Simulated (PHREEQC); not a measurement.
A solution holds 0.0028 mol/kgw NH3, 0.0018 mol/kgw Na2SiO3 and 0.0068 mol/kgw K3PO4, at 25 °C. Closed to the air; pH follows from the charge balance.

The numbers come from PHREEQC with the ion-association model, wateq4f.dat.

Question: The ionic strength comes out as 0.0354 mol/kgw. What activity coefficients do KHPO4-, NaHPO4-, HPO4-2, OH-, PO4-3 get?

Answer: KHPO4- 0.85, NaHPO4- 0.85, HPO4-2 0.51, OH- 0.83, PO4-3 0.22.

Precipitation was switched off in this run. H3PO4, which wateq4f.dat lacks, is added to it with the constant of phreeqc.dat.
